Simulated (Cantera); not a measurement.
Feed: 1 mol FeS2, 0.23 mol SO2, 0.35 mol H2O, 1.6 mol SO3, held at 1298 K and 470000 Pa.

Cantera equilibrium calculation (NASA polynomials, part measured and part estimated; ideal gas, pure solids and liquids). Candidate condensed phases: Fe, FeO, Fe(OH)2, Fe(OH)3, FeS, FeSO4, FeS2, Fe2O3, Fe2(SO4)3, Fe3O4, H2O, H2SO4, S; 22 gas species. Mutual solubility and eutectic melting of coexisting phases are not modelled. FeS: taken at fixed stoichiometry. Gases not in the tables: S3 to S7. The numbers say what is thermodynamically allowed, not how fast it happens.

Base state: SO2 0.833, H2O 0.109, S2 0.0465, S2O 0.00705, H2S 0.00386, H2 0.000734, SO 0.000544, SH 3.74e-5 (mole fractions); condensed: FeS(s) + Fe3O4(s).

Q: What changes in the equilibrium state with this change: temperature from 1298 K to 1250 K?

A: 
```
species          before     after
-------------  --------  --------
SO2               0.833     0.839
H2O               0.109     0.109
S2               0.0465    0.0406
S2O             0.00705   0.00649
SH              3.74e-5   2.34e-5
SO             0.000544  0.000343
H2             0.000734  0.000556
FeS(s), mol       0.916     0.940
Fe3O4(s), mol    0.0279    0.0199
```

Q: What changes in the equilibrium state with this change: temperature from 1298 K to 1048.15 K?

A: 
| species | before | after |
|---|---|---|
| SO2 | 0.833 | 0.855 |
| H2O | 0.109 | 0.110 |
| S2 | 0.0465 | 0.0257 |
| S2O | 0.00705 | 0.00499 |
| SO | 0.000544 | 3.25e-5 |
| SH | 3.74e-5 | 2.35e-6 |
| H2 | 0.000734 | 0.000140 |
| FeS(s), mol | 0.916 | 1.00 |
| Fe3O4(s), mol | 0.0279 | 0 |

Q: What changes in the equilibrium state with this change: pressure from 470000 Pa to 100000 Pa?

A: 
```csv
species,before,after
SO2,0.833,0.818
H2O,0.109,0.108
S2,0.0465,0.0624
S2O,0.00705,0.00592
H2,0.000734,0.00117
SO,0.000544,0.000854
SH,3.74e-5,5.48e-5
H2S,0.00386,0.00329
"FeS(s), mol",0.916,0.860
"Fe3O4(s), mol",0.0279,0.0466
```
